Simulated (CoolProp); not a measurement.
The fluid at 297.67 K and 0.113 MPa (gas) is heated at constant pressure to 384.8 K. The same conditions are run with several fluids, on thermodynamics alone (safety and materials aside).

The numbers come from the reference Helmholtz-energy equation of state of each fluid (neopentane: Lemmon 2006; C2F6 (R116): Lemmon 2006; R407C: Lemmon 2003; chlorine: Thol 2021; ethylene: Smukala 2000) in CoolProp. Blends and air are pseudo-pure fits.

| fluid | heat (kJ/kg) | final density (kg/m³) |
|---|---|---|
| neopentane | 167 | 2.59 |
| C2F6 (R116) | 73.0 | 4.90 |
| R407C | 78.5 | 3.07 |
| chlorine | 43.2 | 2.52 |
| ethylene | 147 | 0.994 |
